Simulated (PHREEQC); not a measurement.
A solution holds 0.0035 mol/kgw CdCl2, 4.7e-05 mol/kgw Na2SO4 and 0.01 mol/kgw MnSO4, at 25 °C. Closed to the air; pH follows from the charge balance.

Equilibrium calculation in PHREEQC: ion-association model, wateq4f.dat.

The ionic strength comes out as 0.0359 mol/kgw. What activity coefficients do SO4-2, CdCl+, Cd(SO4)2-2, Na+, Mn+2 get?

SO4-2 0.51, CdCl+ 0.84, Cd(SO4)2-2 0.50, Na+ 0.84, Mn+2 0.52.

This is a speciation only: nothing precipitates in the calculation. Species that the database lacks are ignored.
